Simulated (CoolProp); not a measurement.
A single-stage vapour-compression cycle with R11: evaporating at 260.15 K (dew point), condensing at 296.15 K (bubble point), superheat 8 K, subcooling 0 K, compressor efficiency 0.75, no pressure losses. Each further row changes one setting.

Model: reference Helmholtz-energy equation of state, Jacobsen 1992, in CoolProp.

```tsv
case	cooling COP	pressure ratio	discharge temperature (K)	refrigerating effect (kJ/kg)	volumetric capacity (kJ/m³)
as stated	[?]	4.44	329.6	168	233
evaporating temperature 265.15 K	5.86	3.51	325.2	170	[?]
condensing temperature 291.15 K	[?]	3.70	[?]	172	239
subcooling 5 K	[?]	4.44	329.6	172	239
superheat 18 K	4.85	4.44	340.9	173	[?]
compressor efficiency 0.65	4.22	4.44	338.2	168	233
```

**Question.** Fill in the missing entries.

**Answer.** 
- as stated, cooling COP: 4.87
- evaporating temperature 265.15 K, volumetric capacity (kJ/m³): 294
- condensing temperature 291.15 K, cooling COP: 5.75
- condensing temperature 291.15 K, discharge temperature (K): 321.8
- subcooling 5 K, cooling COP: 5.00
- superheat 18 K, volumetric capacity (kJ/m³): 231
